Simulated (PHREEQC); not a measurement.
0.38 g of hydrous ferric oxide (600 m²/g; 0.2 weak and 0.005 strong sites per Fe, Dzombak-Morel constants, diffuse double layer) in 1 kg of water with 0.001 mol/kgw of an inert sodium salt and 4.1e-06 mol SrCl2 and 8.6e-06 mol CaCl2, at 25 °C; the pH is set by adding NaOH or the inert anion's acid. Oxygen alone is held at its pressure in air (log pO2 = -0.68). The system is closed to CO2. Nothing may precipitate in this run.

All values are PHREEQC results (ion-association model, wateq4f.dat), not measurements.

```csv
pH,Sr sorbed (%),Ca sorbed (%),surface charge σ (C/m²),surface potential ψ (mV)
3,0.0,0.0,0.259,231
3.5,0.0,0.0,0.181,224
4,0.0,0.0,0.123,209
4.5,0.0,0.0,0.081,190
5,0.0,0.0,0.052,169
5.5,0.0,0.0,0.032,145
6,0.0,0.0,0.019,119
6.5,0.1,0.1,0.011,92
7,1.0,1.0,0.006,64
7.5,8.2,7.9,0.003,35
8,39.2,38.9,0.001,8
8.5,80.2,80.6,-0.002,-20
9,97.0,97.1,-0.004,-48
9.5,99.6,99.7,-0.008,-77
10,100.0,100.0,-0.015,-104
10.5,100.0,100.0,-0.027,-130
11,100.0,100.0,-0.053,-152
```

The oxide is taken as insoluble; below pH 4 it would dissolve.
